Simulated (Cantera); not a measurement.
A Cantera script and its output.

```python
import numpy as np
import cantera as ct

gas = ct.Solution("h2o2.yaml")
gas.TPX = 1125, 380, {'H2': 0.015, 'O2': 1}
inlet = ct.Reservoir(gas, clone=True)

reactor = ct.IdealGasConstPressureReactor(gas, energy="off", clone=False)
exhaust = ct.Reservoir(gas, clone=True)
tau = [7.8, 2.4, 0.76, 0.24, 0.075, 0.023, 0.0074][0]
for a, b in ((inlet, reactor), (reactor, exhaust)):
    ct.MassFlowController(a, b, mdot=lambda t: reactor.mass / tau)
net = ct.ReactorNet([reactor])
show = ['H2', 'O2', 'H2O2', 'HO2', 'H2O']

rows = []
print(f"{'tau/s':>10s}{'T/K':>9s}" + "".join(f"{s:>11s}" for s in show))
for tau in [7.8, 2.4, 0.76, 0.24, 0.075, 0.023, 0.0074]:
    net.initial_time = 0.0
    net.advance(30 * tau)
    before = gas.X
    net.advance(40 * tau)
    drift = np.max(np.abs(gas.X - before) / (gas.X + 1e-9))
    rows.append([gas.T, *gas[show].X, drift])
    print(f"{tau:10.3e}{gas.T:9.1f}" + "".join(f"{x:11.3e}" for x in gas[show].X))
```

It prints:

```
     tau/s      T/K         H2         O2       H2O2        HO2        H2O
 7.800e+00   1125.0  4.605e-05  9.823e-01  8.001e-09  2.679e-07  1.455e-02
 2.400e+00   1125.0  8.941e-05  9.801e-01  8.864e-09  3.614e-07  1.431e-02
 7.600e-01   1125.0  1.730e-04  9.772e-01  9.936e-09  4.519e-07  1.396e-02
 2.400e-01   1125.0  3.617e-04  9.749e-01  1.225e-08  5.382e-07  1.345e-02
 7.500e-02   1125.0  8.561e-04  9.740e-01  1.786e-08  6.307e-07  1.259e-02
 2.300e-02   1125.0  2.195e-03  9.748e-01  2.881e-08  7.182e-07  1.091e-02
 7.400e-03   1125.0  5.349e-03  9.774e-01  3.878e-08  7.380e-07  7.754e-03
```

Model: the H2/O2 subset of GRI-Mech 3.0, which has no nitrogen chemistry, integrated in Cantera. Radical loss at walls, strong at low pressure, is not modelled.
